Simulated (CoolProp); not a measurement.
The fluid at 291.32 K and 18.1 MPa flows at 0.16 m/s in a round tube of 20 mm bore and 15 µm roughness, fully developed (64/Re and Nu = 3.66 if laminar; Colebrook and Gnielinski if turbulent). The same conditions are run with several fluids, on thermodynamics alone (safety and materials aside).

Model: reference Helmholtz-energy equation of state of each fluid (C2F6 (R116): Lemmon 2006; R507A: Lemmon 2003; R227EA: Lemmon 2016), in CoolProp. Blends and air are pseudo-pure fits.

```
fluid        Reynolds number  Darcy friction factor  pressure drop (Pa/m)  heat-transfer coefficient (W/(m² K))  mass flow (kg/h)
-----------  ---------------  ---------------------  --------------------  ------------------------------------  ----------------
C2F6 (R116)            24400             (withheld)                  22.0                            (withheld)        (withheld)
R507A                  18600             (withheld)            (withheld)                                   424        (withheld)
R227EA                 13400                 0.0299                  28.8                                   342               273
```

Complete the blanks.


- C2F6 (R116), Darcy friction factor: 0.0264
- C2F6 (R116), heat-transfer coefficient (W/(m² K)): 383
- C2F6 (R116), mass flow (kg/h): 236
- R507A, Darcy friction factor: 0.0279
- R507A, pressure drop (Pa/m): 21.2
- R507A, mass flow (kg/h): 215

Transport values come from each fluid's own correlations; those of C2F6 (R116), R227EA are estimates that may be off by 10 % or more.
